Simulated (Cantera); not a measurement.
Mixture: CH4 : C2H6 : C3H8 : O2 : N2 = 1 : 0.048 : 0.1 : 1.33 : 4.94 (molar parts), at 0.470 bar, adiabatic and at constant pressure. Ignition delay is the time to a rise of 400 K.

Computed with Cantera and GRI-Mech 3.0 (53 species, 325 reactions).

Task: What does this change do: pressure from 0.470 bar to 0.640 bar?

Result: 
| quantity | before | after |
|---|---|---|
| delay at 1100 K | 93.1 ms | 76.4 ms |
| delay at 1175 K | 23.9 ms | 20.2 ms |
| delay at 1250 K | 6.84 ms | 5.83 ms |
| delay at 1325 K | 2.31 ms | 1.96 ms |
| delay at 1400 K | 0.925 ms | 0.774 ms |
| delay at 1475 K | 0.433 ms | 0.357 ms |
| apparent activation energy between 1325 and 1475 K | 180 kJ/mol | 180 kJ/mol |
